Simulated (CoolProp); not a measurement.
Aqueous magnesium chloride as a coolant, at -4 °C, 1 atm.

Model: Melinder's fits for secondary coolants, in CoolProp.

| mass % | freezing point (°C) | viscosity (mPa s) | cp (kJ/(kg K)) | density (kg/m³) | Prandtl number |
|---|---|---|---|---|---|
| 7.5 | -5.2 | 2.83 | 3.714 | 1067 | 19.5 |
| 11.9 | -11.2 | 3.61 | 3.457 | 1107 | 23.6 |
| 16.3 | -19.5 | 4.40 | 3.221 | 1148 | 27.4 |
| 20.6 | -30.6 | 6.22 | 3.017 | 1190 | 37.1 |
| 25 | -50.2 | 35.8 | 2.834 | 1244 | 211 |
| 29.4 | -91.5 | 17500 | 2.663 | 1322 | 110000 |
